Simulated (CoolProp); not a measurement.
The fluid at 271.2 K and 1.09 MPa expands adiabatically to 0.109 MPa with isentropic efficiency 0.8. The same conditions are run with several fluids, on thermodynamics alone (safety and materials aside).

The numbers come from the reference Helmholtz-energy equation of state of each fluid (CH3F (R41): Lemmon 2006; dry air: Lemmon 2000; oxygen: Schmidt 1985; R13: Platzer 1990) in CoolProp. The equations of Platzer and Polt are older, rougher fits. Blends and air are pseudo-pure fits.

Question: Rank CH3F (R41), dry air, oxygen, R13 by work (kJ/kg), highest first.

Answer: dry air (104), oxygen (93.9), CH3F (R41) (87.5), R13 (30.2)

| fluid | final temperature (K) | final phase | final density (kg/m³) |
|---|---|---|---|
| CH3F (R41) | 196.1 | two-phase, vapour fraction 0.932 | 2.55 |
| dry air | 165.3 | gas | 2.31 |
| oxygen | 165.5 | gas | 2.55 |
| R13 | 200.8 | gas | 7.09 |
